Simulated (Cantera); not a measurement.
Feed: 1 mol CaCO3, 0.088 mol H2, 0.38 mol H2O, equilibrated at 1650 °C and 85000 Pa.

These are equilibrium values from Cantera (NASA tables, ideal gas, pure condensed phases), not measurements of a reactor. The numbers say what is thermodynamically allowed, not how fast it happens.

| species | before | after |
|---|---|---|
| H2O | 0.312 | 0.655 |
| CO2 | 0.627 | 0.314 |
| CO | 0.0540 | 0.0202 |
| Ca(OH)2 | 1.71e-5 | 3.58e-5 |
| O2 | 7.30e-5 | 0.000131 |
| OH | 0.000348 | 0.000583 |
| H2 | 0.00625 | 0.00978 |
| H | 8.09e-5 | 0.000101 |
| CaO(s), mol | 1.000 | 1.000 |
Gas species are given as mole fractions.

Problem. Which change was made?
A. temperature from 1650 °C to 702 °C
B. H2O from 0.38 to 1.9 mol
C. temperature from 1650 °C to 675 °C
D. pressure from 85000 Pa to 140 Pa

Solution. B, H2O from 0.38 to 1.9 mol
